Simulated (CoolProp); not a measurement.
Vapour-liquid equilibrium of CHF3 (R23) (1) + R22 (2) at -59.35 °C; x and y are mole fractions of (1).

Values from CoolProp's multi-fluid Helmholtz-energy mixture model, Penoncello 2003 and Kamei 1995; pair parameters Bell 2016.

| x | bubble pressure, mixture model (bar) | bubble pressure, Raoult's law (bar) | y, mixture model | y, Raoult's law |
|---|---|---|---|---|
| 0.05 | 0.5743 | 0.5303 | 0.350 | 0.303 |
| 0.15 | 0.9276 | 0.8125 | 0.632 | 0.593 |
| 0.25 | (withheld) | 1.095 | 0.754 | 0.733 |
| 0.35 | (withheld) | 1.377 | (withheld) | 0.816 |
| 0.45 | 1.834 | 1.659 | (withheld) | 0.871 |
| 0.55 | 2.092 | 1.941 | 0.899 | 0.910 |
| 0.65 | 2.337 | 2.224 | 0.925 | 0.939 |
| 0.75 | 2.577 | 2.506 | 0.948 | 0.961 |
| 0.85 | (withheld) | 2.788 | 0.968 | 0.979 |
| 0.95 | (withheld) | 3.070 | 0.989 | 0.994 |

### Question
Some entries are withheld; supply them.

### Answer

- 0.25, bubble pressure, mixture model (bar): 1.255
- 0.35, bubble pressure, mixture model (bar): 1.557
- 0.35, y, mixture model: 0.822
- 0.45, y, mixture model: 0.867
- 0.85, bubble pressure, mixture model (bar): 2.820
- 0.95, bubble pressure, mixture model (bar): 3.076

The largest gap from Raoult's law is +14.6 % in bubble pressure, at x = 0.25. No azeotrope shows between x = 0.05 and 0.95.

The pair parameters rest on a limited set of measurements; away from them the model extrapolates.
